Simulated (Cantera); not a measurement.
Input: 1 mol KCl, 1.9 mol H2, a varied amount of N2, at 1323 K and 14.0 Pa.

These are equilibrium values from Cantera (NASA tables, ideal gas, pure condensed phases), not measurements of a reactor. Candidate condensed phases: K, KCl, NH4Cl; 17 gas species. The numbers say what is thermodynamically allowed, not how fast it happens.

x: gas mole fraction; nothing condenses.

```
n(N2) (mol)    x N2    x H2   x KCl       x K     x HCl   x K2Cl2
-----------  ------  ------  ------  --------  --------  --------
0.23         0.0734   0.604   0.315   0.00375   0.00375  0.000204
0.41          0.124   0.571   0.298   0.00360   0.00360  0.000183
0.72          0.199   0.522   0.272   0.00337   0.00336  0.000153
1.3           0.309   0.450   0.235   0.00301   0.00301  0.000113
2.3           0.442   0.364   0.189   0.00256   0.00256   7.40e-5
4               ___     ___     ___       ___       ___       ___
7.1           0.709   0.189  0.0983   0.00157   0.00157   1.99e-5
13              ___     ___     ___       ___       ___       ___
22            0.883  0.0759  0.0393  0.000790  0.000790   3.19e-6
39            0.931  0.0451  0.0233  0.000534  0.000534   1.12e-6
70            0.960  0.0259  0.0134  0.000352  0.000352   3.68e-7
```

Q: Fill in the missing entries.

A: 
- 13, x N2: 0.817
- 13, x H2: 0.119
- 13, x KCl: 0.0617
- 13, x K: 0.00111
- 13, x HCl: 0.00111
- 13, x K2Cl2: 7.86e-6
- 4, x N2: 0.579
- 4, x H2: 0.274
- 4, x KCl: 0.143
- 4, x K: 0.00207
- 4, x HCl: 0.00207
- 4, x K2Cl2: 4.20e-5
